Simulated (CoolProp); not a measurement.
R410A at several states: density (kg/m³) from the reference equation and from simpler models built on Tc = 71.3 °C, pc = 4.901 MPa, ω = 0.296; each cubic takes its own stable root.

The numbers come from the reference Helmholtz-energy equation of state, Lemmon 2003 in CoolProp. It is a pseudo-pure fit of the blend.

```
T (°C)  p (MPa)          phase  reference  van der Waals  Redlich-Kwong  Soave-Redlich-Kwong  Peng-Robinson
------  -------  -------------  ---------  -------------  -------------  -------------------  -------------
119.15     2.25            gas      56.33          56.10          56.44                55.77          56.66
206.25     9.27  supercritical      207.1          227.6          215.2                195.7          203.8
-44.25       29         liquid       1387          813.6           1148                 1175           1318
-40.25   0.0199            gas     0.7510         0.7482         0.7490               0.7494         0.7496
```
